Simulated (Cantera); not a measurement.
A Cantera script and what it prints.

```python
import numpy as np
import cantera as ct

gas_names = """
    B BCL BCL2 BCL3 BN BO BOCL BO2 B2 B2O B2O2 B2O3 B3O3CL3 CL CLO CL2 N NO NO2 NO3 N2 N2O O O2 O3
""".split()
cond_names = """
    B(b) B(L) BN(s) B2O3(L)
""".split()


# ... load() reads the species with a 1 bar reference pressure and builds the phases ...
atoms = {
    'BCl3': {'B': 1, 'CL': 3},
    'O2': {'O': 2},
    'N2': {'N': 2},
}
top_T = {'BN(s)': 3200}  # K; cautious upper limits of use, not melting points


# ... equilibrate(T, P, feed) seeds the gas with the atoms and calls Mixture.equilibrate('TP', solver="vcs", rtol=1e-11, max_steps=5000) ...
results = []
feed = {'BCl3': 1, 'O2': 0.11, 'N2': 3.3}  # mol
T = 900  # K
P = 980  # Pa
mix = equilibrate(T, P, feed)
results.append((T, P, feed, dict(zip(mix.species_names, mix.species_moles))))
print(gas.report(threshold=1e-06))
for i in range(1, mix.n_phases):
    print(f"{mix.phase(i).name:16s} {mix.phase_moles(i):12.5e} mol")
```

Result:

```
       temperature   900 K
          pressure   980 Pa
           density   0.0063817 kg/m^3
  mean mol. weight   48.729 kg/kmol
   phase of matter   gas

                          1 kg             1 kmol
                     ---------------   ---------------
          enthalpy       -1.5333e+06       -7.4718e+07  J
   internal energy       -1.6869e+06       -8.2201e+07  J
           entropy            6215.5        3.0288e+05  J/K
    Gibbs function       -7.1273e+06       -3.4731e+08  J
 heat capacity c_p            890.94             43415  J/K
 heat capacity c_v            720.31             35100  J/K

                      mass frac. Y      mole frac. X     chem. pot. / RT
                     ---------------   ---------------   ---------------
              BCL3           0.42878           0.17834           -98.762
           B3O3CL3          0.064267          0.016767           -281.01
                CL        0.00012175        0.00016736           -18.156
               CL2          0.073065          0.050217           -36.312
                N2           0.43376           0.75451           -29.504
     [  +20 minor]        2.1267e-07        1.6646e-07

B(b)              0.00000e+00 mol
BN(s)             0.00000e+00 mol
B2O3(L)           0.00000e+00 mol
```

Equilibrium computed with Cantera from the NASA thermochemical tables; the gas is ideal and each condensed phase is pure.
